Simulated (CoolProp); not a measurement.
Hydrogen chloride along the isotherm 55.75 °C: fugacity coefficient from the reference equation and from simpler models built on Tc = 51.5 °C, pc = 83.14 bar, ω = 0.130; each cubic takes its own stable root.

Values from CoolProp's reference Helmholtz-energy equation of state, Thol 2018.

```json
[
 {"p (bar)": "0.131", "phase": "gas", "reference": "0.9994"},
 {"p (bar)": "0.249", "phase": "gas", "reference": "0.9989"},
 {"p (bar)": "0.472", "phase": "gas", "reference": "0.9980"},
 {"p (bar)": "0.896", "phase": "gas", "reference": "0.9961"},
 {"p (bar)": "1.7", "phase": "gas", "reference": "0.9927"},
 {"p (bar)": "3.22", "phase": "gas", "reference": "0.9861"},
 {"p (bar)": "6.1", "phase": "gas", "reference": "0.9738"},
 {"p (bar)": "11.6", "phase": "gas", "reference": "0.9504"},
 {"p (bar)": "21.9", "phase": "gas", "reference": "0.9074"},
 {"p (bar)": "41.6", "phase": "gas", "reference": "0.8270"}
]
```

### Question
How far does each simpler model (van der Waals, Redlich-Kwong, Soave-Redlich-Kwong, Peng-Robinson) lie from the reference over these 10 states: mean and median of the absolute difference, and the worst?

### Answer
- van der Waals: mean 0.8 %, median 0.2 %, worst +3.6 % at 55.75 °C and 41.6 bar
- Redlich-Kwong: mean 0.3 %, median 0.1 %, worst +1.6 % at 55.75 °C and 41.6 bar
- Soave-Redlich-Kwong: mean 0.3 %, median 0.1 %, worst +1.7 % at 55.75 °C and 41.6 bar
- Peng-Robinson: mean 0.1 %, median 0.0 %, worst -0.2 % at 55.75 °C and 41.6 bar
